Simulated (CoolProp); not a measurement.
Vapour-liquid equilibrium of propane (1) + benzene (2) at 37.25 °C; x and y are mole fractions of (1).

The numbers come from the multi-fluid Helmholtz-energy mixture model, Lemmon 2009 and Thol 2012; pair parameters Bell 2016 in CoolProp.

```csv
x,"bubble pressure, mixture model (kPa)","bubble pressure, Raoult's law (kPa)","y, mixture model","y, Raoult's law"
0.05,135.1,84.90,0.840,0.756
0.125,277.1,179.6,0.923,0.894
0.2,393.5,274.3,0.947,0.937
0.275,491.8,369.0,0.959,0.957
0.35,577.5,463.7,0.966,0.969
0.425,655.0,558.4,0.971,0.978
0.5,727.6,653.1,0.975,0.983
0.575,798.2,747.8,0.979,0.988
0.65,869.2,842.5,0.982,0.991
0.725,942.9,937.2,0.985,0.994
0.8,1022,1032,0.989,0.996
0.875,1109,1127,0.993,0.998
0.95,1208,1221,0.997,0.999
```

The largest gap from Raoult's law is +59.1 % in bubble pressure, at x = 0.05. No azeotrope shows between x = 0.05 and 0.95.

The pair parameters rest on a limited set of measurements; away from them the model extrapolates. The gap from Raoult's law changes sign with composition, which may be real or a fault of the pair parameters; it wasn't checked against measurements. With so large a gap from Raoult's law the liquid may split in two, which this calculation doesn't test in full.
